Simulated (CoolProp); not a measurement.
Saturation properties of R22 (Tc = 96.1 °C, pc = 49.90 bar, ω = 0.221).

Model: reference Helmholtz-energy equation of state, Kamei 1995, in CoolProp.

```json
[
 {"T (°C)": "3.75", "p (bar)": "5.616", "vapour Z": "0.8840", "surface tension (mN/m)": "11.2"},
 {"T (°C)": "5.75", "p (bar)": "5.979", "vapour Z": "0.8790", "surface tension (mN/m)": "10.9"},
 {"T (°C)": "7.75", "p (bar)": "6.360", "vapour Z": "0.8738", "surface tension (mN/m)": "10.6"},
 {"T (°C)": "9.85", "p (bar)": "6.779", "vapour Z": "0.8682", "surface tension (mN/m)": "___"},
 {"T (°C)": "11.85", "p (bar)": "7.197", "vapour Z": "0.8628", "surface tension (mN/m)": "10.0"},
 {"T (°C)": "13.85", "p (bar)": "7.633", "vapour Z": "0.8572", "surface tension (mN/m)": "9.73"},
 {"T (°C)": "15.85", "p (bar)": "___", "vapour Z": "0.8514", "surface tension (mN/m)": "___"},
 {"T (°C)": "17.85", "p (bar)": "8.565", "vapour Z": "0.8455", "surface tension (mN/m)": "9.14"},
 {"T (°C)": "19.85", "p (bar)": "9.062", "vapour Z": "0.8395", "surface tension (mN/m)": "8.85"},
 {"T (°C)": "21.85", "p (bar)": "9.580", "vapour Z": "0.8333", "surface tension (mN/m)": "8.56"},
 {"T (°C)": "23.95", "p (bar)": "10.15", "vapour Z": "0.8266", "surface tension (mN/m)": "8.26"},
 {"T (°C)": "25.95", "p (bar)": "10.71", "vapour Z": "0.8201", "surface tension (mN/m)": "7.98"},
 {"T (°C)": "27.95", "p (bar)": "11.29", "vapour Z": "0.8134", "surface tension (mN/m)": "7.70"},
 {"T (°C)": "29.95", "p (bar)": "11.90", "vapour Z": "0.8066", "surface tension (mN/m)": "7.42"}
]
```

What belongs in the gaps?


- 9.85, surface tension (mN/m): 10.3
- 15.85, p (bar): 8.089
- 15.85, surface tension (mN/m): 9.43

It boils at -40.8 °C under 1 atm.

Surface tension comes from a separate correlation (Mulero 2012).
